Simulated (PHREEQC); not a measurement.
A solution holds 15 mmol/kgw ZnSO4 and 0.88 mmol/kgw CdBr2, at 20 °C. Closed to the air; pH follows from the charge balance.

Model: ion-association model, phreeqc.dat, run in PHREEQC.

```tsv
quantity	before	after
pH	5.78	6.69
ionic strength (mol/kgw)	0.0404	0.00235
Br- (mol/kgw)	0.00170	0.00161
Cd+2 (mol/kgw)	0.000493	0.000734
CdBr+ (mol/kgw)	6.05e-5	0.000145
CdBr2 (mol/kgw)	3.66e-7	1.10e-6
```

### Question
Which change was made?
A. CdBr2 from 0.00088 to 0.0044 mol/kgw
B. ZnSO4 from 0.015 to 0.0075 mol/kgw
C. ZnSO4 left out
D. 0.014 mol/kgw Na2SO4 added
E. CdBr2 from 0.00088 to 0.00044 mol/kgw

### Answer
C, ZnSO4 left out

Precipitation was switched off in this run.
